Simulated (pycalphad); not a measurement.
All values are pycalphad results on the COST 507 light-alloy database (1999) (1 atm), not direct measurements. The database dates from 1999; later assessments differ in places, in temperatures and in the compounds included. Diffusion is slow at the low end, where real alloys seldom reach equilibrium.

**Si-36.92Cu (wt.%): equilibrium cooling sequence**

```csv
T (°C),phases above,phases below
1288.0,liquid,diamond (Si) + liquid
800.5,diamond (Si) + liquid,CU19SI6_ETA + diamond (Si)
```

Changes were sought between steps of 100 K, so a narrower field can be missed.

Database names, with the compositions (at.%) that they take in these runs: CU19SI6_ETA: Cu 76 Si 24.
